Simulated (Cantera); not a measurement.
Thermodynamics of fluorocarbon and chlorocarbon gases, feed CCl₄ + H₂ + CH₄

Feed: 1 mol CCl₄, 8.9 mol H₂, 0.014 mol CH₄, at 1.10e-5 bar.

Method: chemical equilibrium by Gibbs-energy minimisation in Cantera with the NASA 1993 tables (ideal gas, pure condensed phases). Candidate condensed phases: C, C₆H₆, C₇H₈, C₈H₁₈; 91 gas species. Equilibrium is a limit: real reactors are often held back by kinetics, nucleation or transport.

```csv
T (°C),x H,x H₂,x HCl,x Cl,x C,x C₃,x C₂,n C(graphite)
1175,0.00221,0.632,0.364,0.00104,<1e-12,<1e-12,<1e-12,1.01
1375,0.0211,0.618,0.351,0.00940,2.76e-10,6.45e-11,5.24e-12,1.01
1575,0.118,0.546,0.288,0.0474,7.98e-8,4.34e-8,3.60e-9,1.01
1775,0.392,0.337,0.146,0.126,7.60e-6,7.99e-6,6.81e-7,1.00
1975,0.694,0.0980,0.0338,0.173,0.000320,0.000568,5.00e-5,0.957
2175,0.779,0.0169,0.00543,0.178,0.00621,0.0122,0.00131,0
2375,0.787,0.00315,0.00101,0.177,0.0246,0.00535,0.00213,0
```
x: gas mole fraction; n: condensed amount in mol.

From 1175 °C to 1975 °C the condensed part is C(graphite). From 2175 °C to 2375 °C nothing is condensed. The main C-bearing gas is C₂H₂ (acetylene) at 1175 °C and C at 2375 °C.
